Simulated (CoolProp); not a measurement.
A simple Rankine cycle with R1336mzz(E): condensing at 299.15 K, boiler at 0.894 MPa, turbine inlet 355.6 K, turbine efficiency 0.6, pump efficiency 0.7, no recuperator. Each further row changes one setting.

The numbers come from the reference Helmholtz-energy equation of state, Akasaka 2023 in CoolProp.

```csv
case,thermal efficiency (%),net work (kJ/kg),heat in (kJ/kg),turbine exit temperature (K),volume ratio over the turbine
as stated,6.9,12.6,181,327.3,4.95
turbine inlet 375.6 K,6.9,13.8,201,348.6,4.76
condensing temperature 291.15 K,___,___,191,323.3,6.61
boiler pressure 0.626 MPa,5.5,10.3,___,336.0,3.27
turbine efficiency 0.5,5.7,10.3,181,329.8,5.00
```

**Question.** Complete the blanks.

**Answer.** 
- condensing temperature 291.15 K, thermal efficiency (%): 7.9
- condensing temperature 291.15 K, net work (kJ/kg): 15.1
- boiler pressure 0.626 MPa, heat in (kJ/kg): 186
